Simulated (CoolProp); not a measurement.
The fluid at 391.04 K and 0.796 MPa (gas) is heated at constant pressure to 467.6 K. The same conditions are run with several fluids, on thermodynamics alone (safety and materials aside).

Computed with CoolProp (reference Helmholtz-energy equation of state of each fluid (R507A: Lemmon 2003; isobutane: Bücker 2006; propylene: Lemmon 2013)). Blends and air are pseudo-pure fits.

**Question.** Rank R507A, isobutane, propylene by heat (kJ/kg), highest first.

**Answer.** isobutane (180), propylene (158), R507A (84.0)

```
fluid      final density (kg/m³)
---------  ---------------------
R507A                       20.8
isobutane                   12.5
propylene                   8.85
```
